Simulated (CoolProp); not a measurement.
Vapour-liquid equilibrium of carbon monoxide (1) + methane (2) at 349 kPa; x and y are mole fractions of (1).

Computed with CoolProp (multi-fluid Helmholtz-energy mixture model, Lemmon 2006 and Setzmann 1991; pair parameters Kunz 2012).

```json
[
 {"x": "0.05", "bubble temperature (K)": "123.6", "y at the bubble point": "0.311", "dew temperature at overall composition x (K)": "128.4", "liquid density (mol/L)": "25.09"},
 {"x": "0.2", "bubble temperature (K)": "111.6", "y at the bubble point": "0.748", "dew temperature at overall composition x (K)": "125.8", "liquid density (mol/L)": "26.01"},
 {"x": "0.35", "bubble temperature (K)": "104.8", "y at the bubble point": "0.882", "dew temperature at overall composition x (K)": "122.8", "liquid density (mol/L)": "26.45"},
 {"x": "0.5", "bubble temperature (K)": "100.9", "y at the bubble point": "0.934", "dew temperature at overall composition x (K)": "119.4", "liquid density (mol/L)": "26.60"},
 {"x": "0.65", "bubble temperature (K)": "98.4", "y at the bubble point": "0.960", "dew temperature at overall composition x (K)": "115.1", "liquid density (mol/L)": "26.58"},
 {"x": "0.8", "bubble temperature (K)": "96.6", "y at the bubble point": "0.977", "dew temperature at overall composition x (K)": "109.3", "liquid density (mol/L)": "26.45"},
 {"x": "0.95", "bubble temperature (K)": "94.9", "y at the bubble point": "0.994", "dew temperature at overall composition x (K)": "99.4", "liquid density (mol/L)": "26.27"}
]
```

No azeotrope shows between x = 0.05 and 0.95.

Pair parameters are fitted to limited data, so mixtures are less certain than the pure fluids.
